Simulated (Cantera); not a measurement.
An adiabatic, constant-pressure homogeneous reactor starts with CH3OH : O2 : N2 = 1 : 1.36 : 5.13 (molar parts), equivalence ratio 1.1, at 1450 K and 1.01 bar. Integrator tolerance rtol = 1e-08.

Cantera simulation using GRI-Mech 3.0 (53 species, 325 reactions); the numbers are that mechanism's predictions, not measurements. GRI-Mech 3.0 was tuned for natural gas; its chemistry of methanol as a main component is partial and can be far from experiment.

Task: What does this change do: CH3OH 1 to 2 parts?

Result: 
```tsv
quantity	before	after
time of steepest temperature rise	0.355 ms	0.286 ms
temperature at 0.800 s	2705 K	2472 K
equilibrium temperature	2705 K	2472 K
x(CH3OH) at 0.800 s	<1e-12 (gas-phase equilibrium <1e-12)	<1e-12 (gas-phase equilibrium <1e-12)
x(O2) at 0.800 s	0.0144 (gas-phase equilibrium 0.0144)	5.44e-5 (gas-phase equilibrium 5.44e-5)
x(CH2O) at 0.800 s	5.40e-10 (gas-phase equilibrium 5.40e-10)	8.56e-9 (gas-phase equilibrium 8.56e-9)
x(CH3) at 0.800 s	<1e-12 (gas-phase equilibrium <1e-12)	8.27e-12 (gas-phase equilibrium 9.38e-12)
x(H2O) at 0.800 s	0.198 (gas-phase equilibrium 0.198)	0.206 (gas-phase equilibrium 0.206)
x(NO) at 0.800 s	0.00737 (gas-phase equilibrium 0.00737)	0.000270 (gas-phase equilibrium 0.000270)
```
